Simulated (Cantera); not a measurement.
Feed: 1 mol SiH₂Cl₂, 19 mol NH₃, 7.2 mol H₂, at 1973 K and 64.0 Pa.

Cantera equilibrium calculation (NASA polynomials, part measured and part estimated; ideal gas, pure solids and liquids). Candidate condensed phases: NH₄Cl, Si, Si₃N₄; 28 gas species. The tables' values for SiCl, SiN are old estimates; treat these amounts as uncertain. Gases not in the tables: Si₂H₆ and higher silanes. Kinetics and transport are ignored.

Q: What is the equilibrium state?

A: 
```json
{
  "x(H₂)": "0.705",
  "x(N₂)": "0.193",
  "x(H)": "0.0448",
  "x(HCl)": "0.0352",
  "x(Si)": "0.0176",
  "x(Cl)": "0.00167",
  "x(SiCl₂)": "0.00155",
  "x(SiCl)": "0.000633",
  "x(SiH)": "0.000270",
  "gas_amount": "49.24 mol",
  "log10 activity of Si(l) (absent)": "-0.45"
}
```
